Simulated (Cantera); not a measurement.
An isothermal, constant-pressure homogeneous reactor starts with 50.5 % H2, 9.35 % O2, 40.2 % N2, equivalence ratio 2.7, at 1125 K and 18000 Pa.

Cantera simulation using GRI-Mech 3.0 (53 species, 325 reactions); the numbers are that mechanism's predictions, not measurements. The temperature is held fixed by assumption; the heat of reaction is taken as removed at once.

One state of this run: x H2 = 0.351; x O2 = 1.43e-12; x OH = 4.88e-8; x NO2 = <1e-12; x HO2 = <1e-12. x: mole fraction; the columns are a selection and need not sum to one.

**Question.** Which value of t (s) does it belong to?
A) 2.51e-5
B) 0.000609
C) 0.124
D) 3.00

**Answer.** D, 3.00
